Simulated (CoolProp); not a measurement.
Vapour-liquid equilibrium of propylene (1) + isobutane (2) at 326.9 K; x and y are mole fractions of (1).

Computed with CoolProp (multi-fluid Helmholtz-energy mixture model, Lemmon 2013 and Bücker 2006; pair parameters Bell 2016).

Q: Give the bubble pressure and the first vapour's composition at x = 0.125, 0.425, 0.65. Is there an azeotrope?

A: x = 0.125: 0.9321 MPa, y = 0.255; x = 0.425: 1.253 MPa, y = 0.587; x = 0.65: 1.539 MPa, y = 0.786. No azeotrope shows between x = 0.05 and 0.95.

Pair parameters are fitted to limited data, so mixtures are less certain than the pure fluids. The gap from Raoult's law changes sign with composition, which may be real or a fault of the pair parameters; it wasn't checked against measurements.
